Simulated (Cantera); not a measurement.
Charge: 1 mol SiCl₄, 0.72 mol O₃, 43 mol N₂, 1.5 mol N₂O, equilibrated at 598 K and 46.0 Pa.

Equilibrium computed with Cantera from the NASA thermochemical tables; the gas is ideal and each condensed phase is pure. Candidate condensed phases: Si, SiO₂, Si₂N₂O, Si₃N₄; 23 gas species. Equilibrium is a limit: real reactors are often held back by kinetics, nucleation or transport.

Base state: N₂ 0.940, Cl₂ 0.0423, O₂ 0.0175 (mole fractions); condensed: SiO₂(α-quartz).

### Question
What changes in the equilibrium state with this change: SiCl₄ replaced by SiF₄?

### Answer
| species | before | after |
|---|---|---|
| N₂ | 0.940 | 0.940 |
| O₂ | 0.0175 | 0.0387 |
| SiF₄ | 0 | 0.0211 |
| Cl₂ | 0.0423 | 0 |
| SiO₂(α-quartz), mol | 1.00 | 0 |
